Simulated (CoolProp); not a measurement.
Vapour-liquid equilibrium of nitrogen (1) + methane (2) at 96.1 K; x and y are mole fractions of (1).

Model: multi-fluid Helmholtz-energy mixture model, Span 2000 and Setzmann 1991; pair parameters Kunz 2012, in CoolProp.

Q: Give the bubble pressure and the first vapour's composition at x = 0.05, 0.35, 0.65. Is there an azeotrope?

A: x = 0.05: 0.07781 MPa, y = 0.715; x = 0.35: 0.2888 MPa, y = 0.935; x = 0.65: 0.4174 MPa, y = 0.966. No azeotrope shows between x = 0.05 and 0.95.

Pair parameters are fitted to limited data, so mixtures are less certain than the pure fluids. With so large a gap from Raoult's law the liquid may split in two, which this calculation doesn't test in full.
